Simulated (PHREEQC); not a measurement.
0.05 mol of Fluorite (CaF2) is brought to equilibrium with 1 kg of water holding 1 mmol/kgw NaCl, at 25 °C, the pH being set by adding NaOH or HCl. Oxygen alone is held at its pressure in air (log pO2 = -0.68). The system is closed to CO2. Solids allowed: Fluorite. Others were left out.

Computed with PHREEQC (ion-association model, phreeqc.dat).

Q: Predict HF (mol/kgw) at pH = 5.5, 6.7, 7, 8.2, 9.7.

A: 
```csv
pH,HF (mol/kgw)
5.5,1.82e-6
6.7,1.15e-7
7,5.78e-8
8.2,3.65e-9
9.7,1.15e-10
```
